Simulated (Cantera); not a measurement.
Feed: 1 mol NaCl, 0.9 mol HCl, 0.72 mol N2, at 825 K.

Equilibrium computed with Cantera from the NASA thermochemical tables; the gas is ideal and each condensed phase is pure. Candidate condensed phases: NH4Cl, Na, NaCl; 17 gas species. Rates play no part.

x: gas mole fraction; n: condensed amount in mol.

| P (Pa) | x HCl | x N2 | x NaCl | x Na2Cl2 | x Cl | x H2 | x Cl2 | n NaCl(s) |
|---|---|---|---|---|---|---|---|---|
| 0.100 | 0.395 | 0.316 | 0.234 | 0.0555 | 2.71e-6 | 1.38e-6 | 2.73e-8 | 0.215 |
| 1.60 | 0.546 | 0.436 | 0.0146 | 0.00347 | 1.28e-6 | 7.39e-7 | 9.76e-8 | 0.964 |
| 25 | 0.555 | 0.444 | 0.000934 | 0.000222 | 4.45e-7 | 4.06e-7 | 1.84e-7 | 0.998 |
| 400 | 0.556 | 0.444 | [?] | [?] | [?] | [?] | [?] | 1.000 |
| 6300 | 0.556 | 0.444 | [?] | [?] | [?] | 2.82e-7 | 2.65e-7 | 1.000 |
| 100000 | 0.556 | 0.444 | 2.34e-7 | 5.55e-8 | 8.56e-9 | 2.76e-7 | 2.71e-7 | 1.000 |

**Question.** What belongs in the gaps?

**Answer.** 
- 6300, x NaCl: 3.71e-6
- 6300, x Na2Cl2: 8.81e-7
- 6300, x Cl: 3.37e-8
- 400, x NaCl: 5.84e-5
- 400, x Na2Cl2: 1.39e-5
- 400, x Cl: 1.28e-7
- 400, x H2: 3.07e-7
- 400, x Cl2: 2.43e-7
